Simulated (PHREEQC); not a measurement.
A solution holds 0.13 mol HCl and 0.0042 mol H2SeO4 per kg of water, at 25 °C. Closed to the air; pH follows from the charge balance.

All values are PHREEQC results (ion-association model, wateq4f.dat), not measurements.

```csv
quantity,before,after
pH,0.96,2.88
HSeO4- (mol/kgw),0.00291,2.13e-6
SeO4-2 (mol/kgw),0.00129,3.99e-5
```

Question: Name the change that produced these shifts.
A) diluted 100-fold with water
B) HCl left out
C) H2SeO4 from 0.0042 to 0.021 mol/kgw
D) H2SeO4 from 0.0042 to 0.0021 mol/kgw
E) H2SeO4 replaced by Na2SeO4 at the same molality

Answer: A, diluted 100-fold with water

Precipitation was switched off in this run.
